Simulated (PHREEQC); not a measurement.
0.012 g of hydrous ferric oxide (600 m²/g; 0.2 weak and 0.005 strong sites per Fe, Dzombak-Morel constants, diffuse double layer) in 1 kg of water with 0.01 mol/kgw of an inert sodium salt and 3.2e-06 mol MnCl2 and 2.3e-07 mol Ag2SO4, at 25 °C; the pH is set by adding NaOH or the inert anion's acid. The system is closed to oxygen. CO2 from the air is kept out. Precipitation was switched off in this run.

Equilibrium calculation in PHREEQC: ion-association model, wateq4f.dat.

| pH | Mn sorbed (%) | S sorbed (%) | Ag sorbed (%) | surface charge σ (C/m²) | surface potential ψ (mV) |
|---|---|---|---|---|---|
| 4 | 0.0 | 99.2 | 0.0 | 0.212 | 184 |
| 4.67 | 0.0 | 96.4 | 0.0 | 0.140 | 163 |
| 5.33 | 0.0 | 80.6 | 0.2 | 0.086 | 138 |
| 6 | 0.2 | 31.7 | 0.8 | 0.049 | 110 |
| 6.67 | 2.7 | 3.7 | 3.4 | 0.025 | 78 |
| 7.33 | 15.2 | 0.3 | 5.7 | 0.012 | 45 |
| 8 | 37.6 | 0.0 | 3.8 | 0.002 | 11 |
| 8.67 | 84.0 | 0.0 | 7.1 | -0.005 | -20 |
| 9.33 | 98.7 | 0.0 | 22.6 | -0.015 | -53 |
| 10 | 99.9 | 0.0 | 55.1 | -0.031 | -87 |
| 10.67 | 100.0 | 0.0 | 82.9 | -0.060 | -118 |
| 11.33 | 100.0 | 0.0 | 93.7 | -0.107 | -144 |
| 12 | 100.0 | 0.0 | 94.2 | -0.186 | -158 |
